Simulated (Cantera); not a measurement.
What does this Cantera script print?

```python
import numpy as np
import cantera as ct

gas = ct.Solution("gri30.yaml")


def delay(T, t_max=10):
    gas.TPX = T, 101325, {'CO': 1, 'H2': 0.069, 'CH4': 0.78, 'O2': 2.69, 'N2': 9.94}
    reactor = ct.IdealGasReactor(gas, clone=False)
    net = ct.ReactorNet([reactor])
    net.rtol, net.atol = 1e-8, 1e-16
    while net.time < t_max:
        t_old, T_old = net.time, reactor.T
        net.step()
        if reactor.T > T + 400:  # ignition: a rise of 400 K
            return t_old + (T + 400 - T_old) / (reactor.T - T_old) * (net.time - t_old)
    return np.nan


taus = []
for T in [1225, 1300, 1375, 1450, 1525]:
    taus.append(delay(T))
    print(f"T0 = {T:6g} K   tau = {taus[-1]:.4e} s")

# d ln(tau) / d ln(k), from doubling and halving each rate constant
T, sens = 1450, []
for i in range(gas.n_reactions):
    gas.set_multiplier(2.0, i)
    up = delay(T)
    gas.set_multiplier(0.5, i)
    down = delay(T)
    gas.set_multiplier(1.0, i)
    sens.append((np.log(up / down) / np.log(4.0), gas.reaction(i).equation))
sens.sort(key=lambda x: -abs(x[0]))
print(f"sensitivities at {T} K")
for s, eq in sens[:10]:
    print(f"{s:8.3f}  {eq}")
```

Result:

```
T0 =   1225 K   tau = 1.0415e-02 s
T0 =   1300 K   tau = 4.2609e-03 s
T0 =   1375 K   tau = 1.8816e-03 s
T0 =   1450 K   tau = 9.1387e-04 s
T0 =   1525 K   tau = 4.8846e-04 s
sensitivities at 1450 K
  -0.657  H + O2 <=> O + OH
   0.435  2 CH3 (+M) <=> C2H6 (+M)
  -0.383  CH3 + O2 <=> CH3O + O
   0.346  CH4 + OH <=> CH3 + H2O
   0.258  CH4 + H <=> CH3 + H2
  -0.189  CH3 + HO2 <=> CH3O + OH
  -0.172  CH3 + O2 <=> CH2O + OH
  -0.148  CO + OH <=> CO2 + H
  -0.135  2 CH3 <=> C2H5 + H
  -0.110  H2 + OH <=> H + H2O
```

Computed with Cantera and GRI-Mech 3.0 (53 species, 325 reactions).
